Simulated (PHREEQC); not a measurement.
A PHREEQC input (ion-association model, phreeqc.dat):

```
SOLUTION 1
  temp 25
  units mg/L
  pH 7.36
  pe 8.5
  Na 246
  K 44.6
  Ca 191
  Mg 45.3
  Cl 172
  S(6) 307 as SO4
  Alkalinity 824 as HCO3 charge
  F 0.257
END
USE solution 1
EQUILIBRIUM_PHASES 1
  Quartz 0 0.5
  Fluorite 0 0
  CO2(g) -2 10
END
```

It stops with these messages:

```
ERROR: Alkalinity cannot be used with charge balance or solution phase boundary constraints.
ERROR: Program terminating due to input errors.
```

The fault: charge balance asked on alkalinity. The line should read `as HCO3` where the input has `as HCO3 charge`. With the mend the run ends at pH 7.85 and ionic strength 0.0305 mol/kgw.
